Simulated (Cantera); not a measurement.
Input (Python, Cantera):

```python
import numpy as np
import cantera as ct

gas = ct.Solution("gri30.yaml")
gas.TPX = 1250, 101325, {'C2H4': 1, 'O2': 8.33, 'N2': 31.3, 'H2O': 5.9}
reactor = ct.IdealGasConstPressureReactor(gas, energy="on", clone=False)
net = ct.ReactorNet([reactor])
net.rtol, net.atol = 1e-08, 1e-16
show = ['C2H4', 'O2', 'H2O', 'C2H2', 'O', 'N2O']
times = np.geomspace(1e-06, 9, 15)

steps = ct.SolutionArray(gas, extra=["t"])
rows = []
print(f"{'t/s':>10s}{'T/K':>9s}{'P/Pa':>11s}" + "".join(f"{s:>11s}" for s in show))
for t in times:
    while net.time < t:
        t_next = net.step()
        steps.append(gas.state, t=t_next)
    rows.append([np.interp(t, steps.t, y) for y in (steps.T, steps.P, *steps(*show).X.T)])
    print(f"{t:10.3e}{rows[-1][0]:9.1f}{rows[-1][1]:11.4g}" + "".join(f"{x:11.3e}" for x in rows[-1][2:]))
rate = np.gradient(steps.T, steps.t)
print("integrator steps:", len(steps.t))
if steps.T.max() > steps.T[0] + 200:
    print(f"time of steepest temperature rise: {steps.t[rate.argmax()]:.4e} s")
gas.TPX = 1250, 101325, {'C2H4': 1, 'O2': 8.33, 'N2': 31.3, 'H2O': 5.9}
gas.equilibrate("HP")
print(f"equilibrium (HP): T = {gas.T:.1f} K  " + "  ".join(f"{s} {gas[s].X[0]:.3e}" for s in show))
```

It prints:

```
       t/s      T/K       P/Pa       C2H4         O2        H2O       C2H2          O        N2O
 1.000e-06   1250.0  1.013e+05  2.149e-02  1.790e-01  1.268e-01  1.293e-09  1.980e-12  7.956e-17
 3.139e-06   1250.0  1.013e+05  2.149e-02  1.790e-01  1.268e-01  4.060e-09  1.172e-11  2.595e-16
 9.851e-06   1250.0  1.013e+05  2.149e-02  1.790e-01  1.268e-01  1.276e-08  5.824e-11  9.707e-16
 3.092e-05   1250.0  1.013e+05  2.149e-02  1.790e-01  1.268e-01  4.036e-08  4.748e-10  6.930e-15
 9.703e-05   1250.0  1.013e+05  2.149e-02  1.790e-01  1.268e-01  1.971e-07  6.892e-08  9.812e-13
 3.045e-04   1834.5  1.013e+05  4.353e-26  1.144e-01  1.597e-01  1.319e-22  4.733e-03  4.083e-07
 9.558e-04   1970.8  1.013e+05  1.366e-33  1.138e-01  1.679e-01  8.471e-28  3.590e-04  4.702e-07
 3.000e-03   1977.1  1.013e+05  4.557e-35  1.140e-01  1.685e-01  5.512e-29  1.896e-04  2.501e-07
 9.416e-03   1977.1  1.013e+05  1.062e-35  1.140e-01  1.685e-01  1.189e-29  1.890e-04  2.487e-07
 2.955e-02   1977.1  1.013e+05  1.008e-35  1.140e-01  1.685e-01  1.122e-29  1.890e-04  2.486e-07
 9.275e-02   1977.0  1.013e+05  1.003e-35  1.139e-01  1.685e-01  1.117e-29  1.888e-04  2.485e-07
 2.911e-01   1976.6  1.013e+05  9.892e-36  1.139e-01  1.685e-01  1.102e-29  1.881e-04  2.482e-07
 9.136e-01   1975.5  1.013e+05  9.483e-36  1.136e-01  1.685e-01  1.056e-29  1.863e-04  2.475e-07
 2.868e+00   1972.6  1.013e+05  8.464e-36  1.129e-01  1.685e-01  9.436e-30  1.815e-04  2.462e-07
 9.000e+00   1968.3  1.013e+05  7.125e-36  1.120e-01  1.686e-01  7.950e-30  1.747e-04  2.463e-07
integrator steps: 1572
time of steepest temperature rise: 2.1419e-04 s
equilibrium (HP): T = 1967.0 K  C2H4 8.493e-36  O2 1.117e-01  H2O 1.686e-01  C2H2 9.184e-30  O 1.727e-04  N2O 2.467e-07
```

Model: GRI-Mech 3.0 (53 species, 325 reactions), integrated in Cantera. GRI-Mech 3.0 was tuned for natural gas; its chemistry of ethylene as a main component is partial and can be far from experiment.
